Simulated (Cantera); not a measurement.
An isothermal, constant-pressure homogeneous reactor starts with CH3OH : O2 : N2 = 0.0023 : 0.0041 : 1 (molar parts), equivalence ratio 0.84, at 1450 K and 11.0 bar.

Computed with Cantera and GRI-Mech 3.0 (53 species, 325 reactions). GRI-Mech 3.0 was tuned for natural gas; its chemistry of methanol as a main component is partial and can be far from experiment.

x: mole fraction; the columns are a selection and need not sum to one.

```
t (s)     x CH3OH      x O2      x CO      x OH     x N2O    x H2O2
--------  -------  --------  --------  --------  --------  --------
5.00e-6   0.00228   0.00407   1.48e-7   7.08e-8  1.11e-11  3.80e-10
3.50e-5   0.00224   0.00406       [?]       [?]  6.38e-10       [?]
0.000245  1.09e-9   0.00177   0.00188  0.000132   4.24e-7   2.36e-7
0.00171    <1e-12  0.000832  0.000362   2.37e-5   1.31e-6   1.60e-8
0.0120     <1e-12  0.000649   1.19e-5   7.22e-6   8.54e-7   1.59e-9
0.0836     <1e-12  0.000644   1.70e-7   1.93e-6   3.19e-8  1.15e-10
0.585      <1e-12  0.000644   6.15e-8   1.38e-6   1.38e-8  5.92e-11
4.09       <1e-12  0.000644   6.15e-8   1.38e-6   1.38e-8  5.92e-11
28.6       <1e-12  0.000644   6.15e-8   1.38e-6   1.38e-8  5.92e-11
200        <1e-12  0.000644   6.15e-8   1.38e-6   1.38e-8  5.92e-11
```

What belongs in the gaps?


- 3.50e-5, x CO: 1.78e-6
- 3.50e-5, x OH: 2.06e-7
- 3.50e-5, x H2O2: 9.53e-8
